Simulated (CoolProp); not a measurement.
Properties of ammonia along the isotherm 423.85 °C.

Model: reference Helmholtz-energy equation of state, Gao 2020, in CoolProp.

```csv
p (MPa),phase,cp (kJ/(kg K)),isothermal compressibility (1/MPa),viscosity (µPa s)
0.18,gas,2.823,5.559,25.3
0.264,gas,2.825,3.792,25.3
0.387,gas,…,2.588,25.3
0.568,gas,2.832,1.764,25.3
0.834,gas,2.837,1.203,25.3
1.22,gas,2.845,0.8234,25.3
1.8,gas,2.858,0.5593,25.4
2.64,gas,2.876,0.3825,25.4
3.87,gas,2.902,0.2621,25.5
5.68,gas,2.943,0.1797,25.6
8.34,gas,3.003,0.1234,…
12.2,supercritical,…,0.08526,26.1
18,supercritical,…,0.05847,26.7
26.4,supercritical,3.441,…,27.8
38.7,supercritical,…,0.02688,29.8
56.8,supercritical,4.001,0.01679,33.3
```

Question: Complete the blanks.

Answer: 
- 0.387, cp (kJ/(kg K)): 2.828
- 8.34, viscosity (µPa s): 25.8
- 12.2, cp (kJ/(kg K)): 3.094
- 18, cp (kJ/(kg K)): 3.234
- 26.4, isothermal compressibility (1/MPa): 0.04010
- 38.7, cp (kJ/(kg K)): 3.720

Viscosity comes from a separate model (Fenghour 1995).
